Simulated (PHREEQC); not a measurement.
Dissolve 3.9 mmol/kgw KCl and 4.8 mmol/kgw FeSO4 at 5.9 °C. Closed to the air; pH follows from the charge balance.

The numbers come from PHREEQC with the ion-association model, phreeqc.dat.

```yaml
pH: 6.41
ionic_strength: 0.0201 mol/kgw
specific_conductance: 864 µS/cm
```

| species | molality | activity | log γ |
|---|---|---|---|
| Fe+2 | 0.00407 | 0.00246 | -0.220 |
| SO4-2 | 0.00404 | 0.00238 | -0.229 |
| Cl- | 0.00389 | 0.00339 | -0.060 |
| K+ | 0.00385 | 0.00336 | -0.060 |
| FeSO4 | 0.000714 | 0.000717 | 0.002 |
| KSO4- | 4.48e-5 | 3.94e-5 | -0.056 |
| FeCl+ | 1.31e-5 | 1.15e-5 | -0.058 |
| FeOH+ | 4.99e-7 | 4.37e-7 | -0.057 |
| H+ | 4.33e-7 | 3.86e-7 | -0.050 |
| HSO4- | 7.00e-8 | 6.12e-8 | -0.058 |
| OH- | 6.03e-9 | 5.25e-9 | -0.060 |
| FeHSO4+ | 2.06e-9 | 1.81e-9 | -0.058 |

Precipitation was switched off in this run. Constants without temperature data keep their 25 °C values here.
